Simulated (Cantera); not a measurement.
Input (Python, Cantera):

```python
import numpy as np
import cantera as ct

gas = ct.Solution("gri30.yaml")


def delay(T, t_max=10):
    gas.TPX = T, 2200000, {'CH4': 1, 'O2': 1.25, 'N2': 4.7}
    reactor = ct.IdealGasConstPressureReactor(gas, clone=False)
    net = ct.ReactorNet([reactor])
    net.rtol, net.atol = 1e-8, 1e-16
    while net.time < t_max:
        t_old, T_old = net.time, reactor.T
        net.step()
        if reactor.T > T + 400:  # ignition: a rise of 400 K
            return t_old + (T + 400 - T_old) / (reactor.T - T_old) * (net.time - t_old)
    return np.nan


taus = []
for T in [1223, 1273, 1323, 1373, 1423, 1473, 1523]:
    taus.append(delay(T))
    print(f"T0 = {T:6g} K   tau = {taus[-1]:.4e} s")
```

Output:

```
T0 =   1223 K   tau = 1.8564e-03 s
T0 =   1273 K   tau = 1.0604e-03 s
T0 =   1323 K   tau = 6.2289e-04 s
T0 =   1373 K   tau = 3.7452e-04 s
T0 =   1423 K   tau = 2.2972e-04 s
T0 =   1473 K   tau = 1.4336e-04 s
T0 =   1523 K   tau = 9.0854e-05 s
```

Model: GRI-Mech 3.0 (53 species, 325 reactions), integrated in Cantera. The pressure lies above the range GRI-Mech 3.0 was tuned for (to about 10 atm).
